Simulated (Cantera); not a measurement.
Charge: 1 mol S, 0.036 mol SO2, held at 2173.15 K and 113000 Torr.

Method: chemical equilibrium by Gibbs-energy minimisation in Cantera with the NASA 1993 tables (ideal gas, pure condensed phases). Candidate condensed phases: S; 10 gas species. The ideal-gas law is rough above about 30 bar. Rates play no part.

Base state: S2 0.911, SO2 0.0464, S2O 0.0316, SO 0.0105, S 0.000704 (mole fractions); condensed: gas only.

### Question
What changes in the equilibrium state with this change: pressure from 113000 Torr to 7.50 Torr?

### Answer
```tsv
species	before	after
S2	0.911	0.815
S	0.000704	0.0816
SO	0.0105	0.0788
S2O	0.0316	0.00184
SO2	0.0464	0.0228
O	4.24e-8	4.13e-5
```
